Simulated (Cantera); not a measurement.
A closed system holds: 1 mol SiHCl₃, 0.56 mol C₂H₄, 100 mol H₂, at 10.0 mbar.

These are equilibrium values from Cantera (NASA tables, ideal gas, pure condensed phases), not measurements of a reactor. Candidate condensed phases: C, C₆H₆, C₇H₈, C₈H₁₈, Si, SiC; 109 gas species. Gases not in the tables: Si₂H₆ and higher silanes. Rates play no part.

Q: Which condensed phases are stable at each of these points (T (K)): 1900, 1925, 1950, 1975, 2000, 2025, 2050, 2075, 2100, 2125, 2150, 2175, 2200?

A: 
```csv
T (K),condensed phases,Si condensed (%)
1900,C(graphite) + SiC(s),98.5
1925,C(graphite) + SiC(s),98.1
1950,C(graphite) + SiC(s),97.5
1975,C(graphite) + SiC(s),96.8
2000,C(graphite) + SiC(s),95.7
2025,SiC(s),94.1
2050,SiC(s),91.7
2075,SiC(s),88.5
2100,SiC(s),84.1
2125,SiC(s),78.2
2150,SiC(s),70.3
2175,C(graphite) + SiC(s),59.2
2200,C(graphite) + SiC(s),43.4
```

From 1900 K to 2000 K the condensed part is C(graphite) + SiC(s). From 2025 K to 2150 K the condensed part is SiC(s). From 2175 K to 2200 K the condensed part is C(graphite) + SiC(s).
